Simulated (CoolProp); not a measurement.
Vapour-liquid equilibrium of CH2F2 (R32) (1) + R123 (2) at 0.0458 MPa; x and y are mole fractions of (1).

Values from CoolProp's multi-fluid Helmholtz-energy mixture model, Tillner-Roth 1997 and Younglove 1994; pair parameters Bell 2016.

Question: Give the bubble temperature and the first vapour's composition at x = 0.05, 0.45, 0.85. Is there an azeotrope?

Answer: x = 0.05: 255.4 K, y = 0.712; x = 0.45: 215.3 K, y = 0.986; x = 0.85: 209.3 K, y = 0.996. No azeotrope shows between x = 0.05 and 0.95.

The pair parameters rest on a limited set of measurements; away from them the model extrapolates.
